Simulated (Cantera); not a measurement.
## Catalytic stagnation flow on Pt

A jet of H₂ : O₂ : N₂ = 0.017 : 0.1 : 0.79 (molar parts) at 300 K and 74.3 Torr hits a platinum plate 4.6 cm away at a mass flux of 0.15 kg/m²/s; the plate temperature is set and raised in steps from an oxygen-covered start.

Model: Deutschmann's 1995 Pt surface mechanism with GRI-Mech 3.0 gas chemistry, integrated in Cantera. Catalytic surfaces can have several steady states; this one follows from the mechanism file's or the stated starting coverage.

| plate T (K) | wall x H₂ | wall x O₂ | wall x H₂O | wall x OH | θ free Pt | θ O* | θ OH* |
|---|---|---|---|---|---|---|---|
| 600 | 0.00282 | 0.0931 | 0.0311 | <1e-8 | 0.0497 | 0.945 | 0.00527 |
| 650 | 0.00279 | 0.0931 | 0.0309 | <1e-8 | 0.0524 | 0.944 | 0.00354 |
| 700 | 0.00267 | 0.0931 | 0.0309 | <1e-8 | 0.0574 | 0.940 | 0.00256 |
| 750 | 0.00227 | 0.0927 | 0.0315 | <1e-8 | 0.0718 | 0.926 | 0.00207 |
| 800 | 0.00170 | 0.0921 | 0.0325 | <1e-8 | 0.103 | 0.895 | 0.00186 |
| 850 | 0.00124 | 0.0917 | 0.0331 | 1.16e-8 | 0.150 | 0.849 | 0.00171 |
| 900 | 0.000937 | 0.0914 | 0.0336 | 3.69e-8 | 0.206 | 0.792 | 0.00156 |
| 950 | 0.000749 | 0.0913 | 0.0338 | 1.01e-7 | 0.270 | 0.729 | 0.00140 |
x: mole fraction at the wall; θ: surface coverage.
